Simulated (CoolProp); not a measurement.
Vapour-liquid equilibrium of ethane (1) + C2F6 (R116) (2) at 216.5 K; x and y are mole fractions of (1).

Computed with CoolProp (multi-fluid Helmholtz-energy mixture model, Bücker 2006 and Lemmon 2006; pair parameters Bell 2016).

Q: Give the bubble pressure and the first vapour's composition at x = 0.5, 0.65, 0.95. Is there an azeotrope?

A: x = 0.5: 522.4 kPa, y = 0.628; x = 0.65: 530.9 kPa, y = 0.670; x = 0.95: 475.6 kPa, y = 0.875. y crosses x between x = 0.65 and 0.8: the model has an azeotrope there.

Pair parameters are fitted to limited data, so mixtures are less certain than the pure fluids.
